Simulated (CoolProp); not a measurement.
Model: reference Helmholtz-energy equation of state, Lemmon 2005, in CoolProp. It is a short technical equation, of lower accuracy than the large ones.

### Question
For isobutene, give the phase and the cp (kJ/(kg K)), cv (kJ/(kg K)), speed of sound (m/s) at 172.45 °C and 60.2 kPa; 172.45 °C and 10000 kPa.

### Answer
- 172.45 °C and 60.2 kPa: gas; cp 2.15, cv 2.00, speed of sound 265
- 172.45 °C and 10000 kPa: supercritical; cp 3.37, cv 2.15, speed of sound 341
